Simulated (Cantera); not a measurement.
Input: 1 mol CaO, 0.67 mol Cl2, 11 mol O2, at 1048.15 K and 0.00200 bar.

These are equilibrium values from Cantera (NASA tables, ideal gas, pure condensed phases), not measurements of a reactor. Candidate condensed phases: Ca, CaCl2, CaO; 11 gas species. Mutual solubility and eutectic melting of coexisting phases are not modelled. Condensed phases not in the tables: oxide chlorides. Rates play no part.

Base state: O2 1.000, Cl 0.000157, Cl2 8.26e-5, CaCl2 6.07e-5 (mole fractions); condensed: CaCl2(l) + CaO(s).

Problem. What changes in the equilibrium state with this change: temperature from 1048.15 K to 1725 K?

Solution. 
```tsv
species	before	after
O2	1.000	0.926
CaCl2	6.07e-5	0.0379
Cl	0.000157	0.0347
O	1.42e-8	0.00125
ClO	3.85e-7	2.86e-5
Cl2	8.26e-5	5.04e-5
CaCl2(l), mol	0.667	0
CaO(s), mol	0.332	0.541
```
